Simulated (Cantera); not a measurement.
Feed: 1 mol Fe2O3, 96 mol H2, 0.18 mol H2O, held at 1.00 bar.

Cantera equilibrium calculation (NASA polynomials, part measured and part estimated; ideal gas, pure solids and liquids). Candidate condensed phases: Fe, FeO, Fe(OH)2, Fe(OH)3, Fe2O3, Fe3O4, H2O; 12 gas species. The numbers say what is thermodynamically allowed, not how fast it happens.

log p: log10 of the partial pressure in bar; n: condensed amount in mol.

```json
[
 {"T (°C)": "700", "log p H2": "-0.01", "log p H2O": "-1.48", "log p H": "?", "log p Fe(OH)2": "-10.38", "n Fe(α)": "2.00", "n Fe(γ)": "0"},
 {"T (°C)": "725", "log p H2": "-0.01", "log p H2O": "-1.48", "log p H": "?", "log p Fe(OH)2": "-10.16", "n Fe(α)": "2.00", "n Fe(γ)": "0"},
 {"T (°C)": "750", "log p H2": "-0.01", "log p H2O": "-1.48", "log p H": "?", "log p Fe(OH)2": "-9.96", "n Fe(α)": "2.00", "n Fe(γ)": "0"},
 {"T (°C)": "775", "log p H2": "-0.01", "log p H2O": "-1.48", "log p H": "?", "log p Fe(OH)2": "-9.77", "n Fe(α)": "2.00", "n Fe(γ)": "0"},
 {"T (°C)": "800", "log p H2": "-0.01", "log p H2O": "-1.48", "log p H": "?", "log p Fe(OH)2": "-9.58", "n Fe(α)": "2.00", "n Fe(γ)": "0"},
 {"T (°C)": "825", "log p H2": "-0.01", "log p H2O": "-1.48", "log p H": "?", "log p Fe(OH)2": "-9.40", "n Fe(α)": "2.00", "n Fe(γ)": "0"},
 {"T (°C)": "850", "log p H2": "-0.01", "log p H2O": "-1.48", "log p H": "?", "log p Fe(OH)2": "-9.24", "n Fe(α)": "2.00", "n Fe(γ)": "0"},
 {"T (°C)": "875", "log p H2": "-0.01", "log p H2O": "-1.48", "log p H": "?", "log p Fe(OH)2": "-9.08", "n Fe(α)": "2.00", "n Fe(γ)": "0"},
 {"T (°C)": "900", "log p H2": "-0.01", "log p H2O": "-1.48", "log p H": "?", "log p Fe(OH)2": "-8.92", "n Fe(α)": "2.00", "n Fe(γ)": "0"},
 {"T (°C)": "925", "log p H2": "-0.01", "log p H2O": "-1.48", "log p H": "?", "log p Fe(OH)2": "-8.78", "n Fe(α)": "0", "n Fe(γ)": "2.00"},
 {"T (°C)": "950", "log p H2": "-0.01", "log p H2O": "-1.48", "log p H": "?", "log p Fe(OH)2": "-8.63", "n Fe(α)": "0", "n Fe(γ)": "2.00"}
]
```

Problem. What belongs in the gaps?

Solution. 
- 700, log p H: -8.97
- 725, log p H: -8.67
- 750, log p H: -8.39
- 775, log p H: -8.12
- 800, log p H: -7.86
- 825, log p H: -7.61
- 850, log p H: -7.38
- 875, log p H: -7.15
- 900, log p H: -6.94
- 925, log p H: -6.73
- 950, log p H: -6.53
